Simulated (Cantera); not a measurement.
An isothermal, constant-pressure homogeneous reactor starts with NO : N₂ = 1 : 0.5 (molar parts), at 2050 K and 0.0132 atm.

Computed with Cantera and GRI-Mech 3.0 (53 species, 325 reactions). Radical loss at walls, strong at low pressure, is not modelled.

x: mole fraction; the columns are a selection and need not sum to one.

```json
[
 {"t (s)": "7.00e-6", "x NO": "0.667", "x N₂O": "[?]", "x O₂": "4.09e-12", "x N₂": "0.333", "x NO₂": "2.22e-12", "x O": "6.87e-8"},
 {"t (s)": "5.99e-5", "x NO": "0.667", "x N₂O": "[?]", "x O₂": "3.00e-10", "x N₂": "0.333", "x NO₂": "1.62e-10", "x O": "5.88e-7"},
 {"t (s)": "0.000512", "x NO": "0.667", "x N₂O": "[?]", "x O₂": "2.20e-8", "x N₂": "0.333", "x NO₂": "1.14e-8", "x O": "5.07e-6"},
 {"t (s)": "0.00438", "x NO": "0.667", "x N₂O": "[?]", "x O₂": "1.71e-6", "x N₂": "0.333", "x NO₂": "6.17e-7", "x O": "4.62e-5"},
 {"t (s)": "0.0374", "x NO": "0.666", "x N₂O": "[?]", "x O₂": "0.000176", "x N₂": "0.334", "x NO₂": "9.79e-6", "x O": "0.000487"},
 {"t (s)": "0.320", "x NO": "0.649", "x N₂O": "[?]", "x O₂": "0.00765", "x N₂": "0.341", "x NO₂": "2.42e-5", "x O": "0.00144"},
 {"t (s)": "2.74", "x NO": "0.473", "x N₂O": "[?]", "x O₂": "0.0950", "x N₂": "0.429", "x NO₂": "5.58e-5", "x O": "0.00285"},
 {"t (s)": "23.4", "x NO": "0.0255", "x N₂O": "[?]", "x O₂": "0.317", "x N₂": "0.652", "x NO₂": "5.75e-6", "x O": "0.00478"},
 {"t (s)": "200", "x NO": "0.0100", "x N₂O": "[?]", "x O₂": "0.325", "x N₂": "0.660", "x NO₂": "2.28e-6", "x O": "0.00483"}
]
```

Task: Complete the blanks.

Result: 
- 7.00e-6, x N₂O: 6.86e-8
- 5.99e-5, x N₂O: 5.86e-7
- 0.000512, x N₂O: 4.96e-6
- 0.00438, x N₂O: 3.89e-5
- 0.0374, x N₂O: 0.000164
- 0.320, x N₂O: 0.000138
- 2.74, x N₂O: 5.53e-5
- 23.4, x N₂O: 1.61e-7
- 200, x N₂O: 5.93e-8
